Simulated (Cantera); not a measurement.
**Adiabatic ignition**

An adiabatic, constant-volume homogeneous reactor starts with 25.4 % H2, 15.7 % O2, 58.9 % N2, at 1800 K and 2.40 bar.

Model: GRI-Mech 3.0 (53 species, 325 reactions), integrated in Cantera. The hydrogen kinetics of GRI-Mech 3.0 are dated; newer H2 mechanisms differ, most at raised pressure. Above 3000 K some thermodynamic fits are extrapolated.

```json
[
 {"t (s)": "6.00e-6", "T (K)": "2549", "P (bar)": "3.25", "x H2": "0.0475", "x O2": "0.0431", "x NO": "0.000106", "x NO2": "2.81e-8", "x H": "0.0513", "x OH": "0.0406", "x O": "0.0288"},
 {"t (s)": "1.94e-5", "T (K)": "3080", "P (bar)": "3.78", "x H2": "0.0360", "x O2": "0.0359", "x NO": "0.00172", "x NO2": "7.32e-7", "x H": "0.0215", "x OH": "0.0435", "x O": "0.0158"},
 {"t (s)": "6.29e-5", "T (K)": "3092", "P (bar)": "3.79", "x H2": "0.0358", "x O2": "0.0334", "x NO": "0.00806", "x NO2": "3.39e-6", "x H": "0.0204", "x OH": "0.0422", "x O": "0.0145"},
 {"t (s)": "0.000204", "T (K)": "3083", "P (bar)": "3.78", "x H2": "0.0365", "x O2": "0.0305", "x NO": "0.0164", "x NO2": "6.61e-6", "x H": "0.0200", "x OH": "0.0406", "x O": "0.0135"},
 {"t (s)": "0.000660", "T (K)": "3081", "P (bar)": "3.78", "x H2": "0.0367", "x O2": "0.0300", "x NO": "0.0179", "x NO2": "7.16e-6", "x H": "0.0200", "x OH": "0.0403", "x O": "0.0133"},
 {"t (s)": "0.00214", "T (K)": "3081", "P (bar)": "3.78", "x H2": "0.0367", "x O2": "0.0300", "x NO": "0.0179", "x NO2": "7.16e-6", "x H": "0.0200", "x OH": "0.0403", "x O": "0.0133"},
 {"t (s)": "0.00693", "T (K)": "3081", "P (bar)": "3.78", "x H2": "0.0367", "x O2": "0.0300", "x NO": "0.0179", "x NO2": "7.16e-6", "x H": "0.0200", "x OH": "0.0403", "x O": "0.0133"},
 {"t (s)": "0.0224", "T (K)": "3081", "P (bar)": "3.78", "x H2": "0.0367", "x O2": "0.0300", "x NO": "0.0179", "x NO2": "7.16e-6", "x H": "0.0200", "x OH": "0.0403", "x O": "0.0133"},
 {"t (s)": "0.0727", "T (K)": "3081", "P (bar)": "3.78", "x H2": "0.0367", "x O2": "0.0300", "x NO": "0.0179", "x NO2": "7.16e-6", "x H": "0.0200", "x OH": "0.0403", "x O": "0.0133"},
 {"t (s)": "0.235", "T (K)": "3081", "P (bar)": "3.78", "x H2": "0.0367", "x O2": "0.0300", "x NO": "0.0179", "x NO2": "7.16e-6", "x H": "0.0200", "x OH": "0.0403", "x O": "0.0133"},
 {"t (s)": "0.763", "T (K)": "3081", "P (bar)": "3.78", "x H2": "0.0367", "x O2": "0.0300", "x NO": "0.0179", "x NO2": "7.16e-6", "x H": "0.0200", "x OH": "0.0403", "x O": "0.0133"},
 {"t (s)": "2.47", "T (K)": "3081", "P (bar)": "3.78", "x H2": "0.0367", "x O2": "0.0300", "x NO": "0.0179", "x NO2": "7.16e-6", "x H": "0.0200", "x OH": "0.0403", "x O": "0.0133"},
 {"t (s)": "8.00", "T (K)": "3081", "P (bar)": "3.78", "x H2": "0.0367", "x O2": "0.0300", "x NO": "0.0179", "x NO2": "7.16e-6", "x H": "0.0200", "x OH": "0.0403", "x O": "0.0133"}
]
```
x: mole fraction; the columns are a selection and need not sum to one.

| Property | Result |
|---|---|
| time of steepest temperature rise | 2.48 µs |
| temperature at 8.00 s | 3081 K |
| equilibrium temperature | 3081 K |
| x(H2) at 8.00 s | 0.0367 (gas-phase equilibrium 0.0367) |
| x(O2) at 8.00 s | 0.0300 (gas-phase equilibrium 0.0300) |
| x(NO) at 8.00 s | 0.0179 (gas-phase equilibrium 0.0179) |
